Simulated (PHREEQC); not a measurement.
Consider water at 25 °C with 0.53 mol/kgw H2SO4, 3.5e-05 mol/kgw Li2SO4 and 0.00015 mol/kgw Fe2(SO4)3. Closed to the air; pH follows from the charge balance.

The numbers come from PHREEQC with the ion-association model, phreeqc.dat.

This is a speciation only: nothing precipitates in the calculation.

Task: Order these Fe species by the share of Fe that they hold, largest first: Fe+3, FeSO4+, Fe(SO4)2-, FeHSO4+2.

Result: FeHSO4+2 (67 %), FeSO4+ (26 %), Fe(SO4)2- (4.4 %), Fe+3 (2.3 %)

The pH is 0.36 and the ionic strength 0.621 mol/kgw. Complexes and solids missing from the database can't appear.
